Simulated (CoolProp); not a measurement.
Properties of tetrahydrofuran at several states.

Model: reference Helmholtz-energy equation of state, Fiedler 2023, in CoolProp.

```csv
T (K),p (bar),phase,density (kg/m³),speed of sound (m/s),fugacity coefficient
410.1,84.8,liquid,763.2,849.7,0.08559
221.2,0.99,liquid,964.3,1652,0.001765
340.6,5.54,liquid,834.5,1081,0.1892
485.5,54.9,liquid,642.2,507.6,0.3790
```
